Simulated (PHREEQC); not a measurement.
0.55 g of hydrous ferric oxide (600 m²/g; 0.2 weak and 0.005 strong sites per Fe, Dzombak-Morel constants, diffuse double layer) in 1 kg of water with 0.001 mol/kgw of an inert sodium salt and 0.0029 mmol/kgw Ag2SO4, at 25 °C; the pH is set by adding NaOH or the inert anion's acid. O2 is buffered at 0.21 atm. CO2 from the air is kept out. Nothing may precipitate in this run.

The series has 17 steps of pH, from 4 to 10.

Computed with PHREEQC (ion-association model, wateq4f.dat).

Task: Near which pH is half of the S sorbed, and on which side is more sorbed?

Result: Near pH 6.9, with more sorbed at lower pH.

Task: Near which pH is half of the Ag sorbed, and on which side is more sorbed?

Result: Near pH 6.4, with more sorbed at higher pH.
